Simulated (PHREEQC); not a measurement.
Consider water at 25 °C with 0.071 mol/kgw HNO3 and 0.2 mol/kgw CuSO4. Closed to the air; pH follows from the charge balance.

Computed with PHREEQC (ion-association model, phreeqc.dat).

Each row changes one thing in this solution. This is a speciation only: nothing precipitates in the calculation.

```json
[
 {"case": "as made", "pH": "1.68", "ionic strength (mol/kgw)": "0.445", "Cu+2 (mol/kgw)": "0.115", "CuSO4 (mol/kgw)": "0.0847", "SO4-2 (mol/kgw)": "0.0718", "HSO4- (mol/kgw)": "0.0435"},
 {"case": "temperature from 25 to 35 °C", "pH": "1.72", "ionic strength (mol/kgw)": "0.440", "Cu+2 (mol/kgw)": "0.116", "CuSO4 (mol/kgw)": "0.0845", "SO4-2 (mol/kgw)": "0.0692", "HSO4- (mol/kgw)": "0.0463"},
 {"case": "HNO3 from 0.071 to 0.0639 mol/kgw", "pH": "1.73", "ionic strength (mol/kgw)": "0.438", "Cu+2 (mol/kgw)": "0.113", "CuSO4 (mol/kgw)": "0.0867", "SO4-2 (mol/kgw)": "?", "HSO4- (mol/kgw)": "0.0396"},
 {"case": "HNO3 left out", "pH": "4.43", "ionic strength (mol/kgw)": "0.381", "Cu+2 (mol/kgw)": "0.0951", "CuSO4 (mol/kgw)": "0.105", "SO4-2 (mol/kgw)": "0.0951", "HSO4- (mol/kgw)": "0.000108"},
 {"case": "temperature from 25 to 65 °C", "pH": "1.92", "ionic strength (mol/kgw)": "0.434", "Cu+2 (mol/kgw)": "?", "CuSO4 (mol/kgw)": "0.0818", "SO4-2 (mol/kgw)": "0.0632", "HSO4- (mol/kgw)": "0.0550"},
 {"case": "CuSO4 from 0.2 to 0.3 mol/kgw", "pH": "1.76", "ionic strength (mol/kgw)": "0.613", "Cu+2 (mol/kgw)": "0.160", "CuSO4 (mol/kgw)": "0.140", "SO4-2 (mol/kgw)": "0.112", "HSO4- (mol/kgw)": "0.0481"},
 {"case": "HNO3 from 0.071 to 0.0355 mol/kgw", "pH": "2.02", "ionic strength (mol/kgw)": "0.411", "Cu+2 (mol/kgw)": "0.105", "CuSO4 (mol/kgw)": "0.0946", "SO4-2 (mol/kgw)": "0.0823", "HSO4- (mol/kgw)": "?"}
]
```

Question: Fill in the missing entries.

Answer: 
- HNO3 from 0.071 to 0.0639 mol/kgw, SO4-2 (mol/kgw): 0.0737
- temperature from 25 to 65 °C, Cu+2 (mol/kgw): 0.118
- HNO3 from 0.071 to 0.0355 mol/kgw, HSO4- (mol/kgw): 0.0232

Away from 25 °C the constants follow the database's enthalpies or fits; those with neither stay at their 25 °C values.
